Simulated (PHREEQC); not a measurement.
Make-up at 25 °C: 0.12 mol HF, 0.039 mol NaF and 0.00042 mol H2SO4 per kg of water. It is in equilibrium with CO2 at log p = -1 (atm). Otherwise closed; pH follows from the charge balance.

Model: ion-association model, phreeqc.dat, run in PHREEQC.

No solid was allowed to form.

Problem. Order these S species by the share of S that they hold, largest first: SO4-2, NaSO4-, HSO4-.

Solution. SO4-2 (79 %), HSO4- (13 %), NaSO4- (7.4 %)

The pH is 2.53 and the ionic strength 0.0423 mol/kgw. Complexes and solids missing from the database can't appear.
